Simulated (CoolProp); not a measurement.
Model: reference Helmholtz-energy equation of state, Lemmon 2006, in CoolProp. It is a short technical equation, of lower accuracy than the large ones.

Problem. Give the vapour pressure (bar), vapour density (kg/m³), enthalpy of vaporisation (kJ/kg), liquid cp (kJ/(kg K)) of saturated C3F8 (R218) at -36.35, 52.15 °C.

Solution. 
```csv
T (°C),p (bar),vapour density (kg/m³),enthalpy of vaporisation (kJ/kg),liquid cp (kJ/(kg K))
-36.35,1.03,10.4,105,0.976
52.15,17.0,196,53.7,1.46
```
